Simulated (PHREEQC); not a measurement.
# City or well water (model solution)

Synthetic water in mg/L, 25 °C, pH 6.89, pe 1:

```csv
constituent,mg/L
Na,27.3
K,42.3
Ca,55.3
Mg,45.8
Cl,44.3
S(6) as SO4,61
Alkalinity as HCO3,391
Mn(2),0.225
```

Valence states are taken as typed.

Model: ion-association model, wateq4f.dat, run in PHREEQC.

Precipitation was switched off in this run.

Question: Estimate the ionic strength, charge-balance error.

Answer: ionic strength 0.0119 mol/kgw; charge-balance error -0.7 %.

Question: In which forms is S present?

Answer: SO4-2 78 %, MgSO4 13 %, CaSO4 8.2 % of the S.

Species that the database lacks are ignored.
